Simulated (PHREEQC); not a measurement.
0.043 g of hydrous ferric oxide (600 m²/g; 0.2 weak and 0.005 strong sites per Fe, Dzombak-Morel constants, diffuse double layer) in 1 kg of water with 0.001 mol/kgw of an inert sodium salt and 1.1e-06 mol CaCl2, at 25 °C; the pH is set by adding NaOH or the inert anion's acid. Oxygen is held at 0.21 atm. No CO2 enters from the air. No solid was allowed to form.

Model: ion-association model, wateq4f.dat, run in PHREEQC.

Problem. Predict surface charge σ (C/m²), surface potential ψ (mV) at pH = 8, 11.33, 12.

Solution. 
```csv
pH,surface charge σ (C/m²),surface potential ψ (mV)
8,0.000,7
11.33,-0.083,-165
12,-0.196,-175
```
